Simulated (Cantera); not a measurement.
A closed system holds: 1 mol Si(CH₃)₄, 0.39 mol C₃H₈, 540 mol H₂, held at 7.50 Torr.

These are equilibrium values from Cantera (NASA tables, ideal gas, pure condensed phases), not measurements of a reactor. Candidate condensed phases: C, C₆H₆, C₇H₈, C₈H₁₈, Si, SiC; 87 gas species. Kinetics and transport are ignored.

Over these rows the condensed part is C(graphite) + SiC(s). Partial pressures as log10 of bar:

```csv
T (K),1000/T (1/K),log p Si,log p H₂
1573,0.6357,-9.28,-2.00
1623,0.6161,?,-2.00
1673,0.5977,-8.25,-2.00
1723,0.5804,-7.79,-2.00
1773,0.5640,-7.34,-2.00
1823,0.5485,-6.93,-2.00
```

Q: Fit log p(Si) = a + b·(1000/T) to the five rows, give the apparent enthalpy, and predict the row at 1623 K.

A: Means: 1000/T = 0.5853, log p = -7.918. Sxy = -0.122059, Sxx = 0.0045259, so b = -26.97 and a = -7.918 − (-26.97)×0.5853 = 7.87.
Apparent enthalpy: −19.145 × (-26.97) = 516 kJ/mol. The condensed phases alone fix this pressure, through SiC(s) = Si(g) + C(graphite), so the slope is that reaction's ΔH° and the other gases don't enter. The five rows lie within 0.01 of the line.
Prediction at 1623 K: 7.87 + (-26.97)×0.6161 = -8.75. The computed value is -8.75, 0.00 from the line.
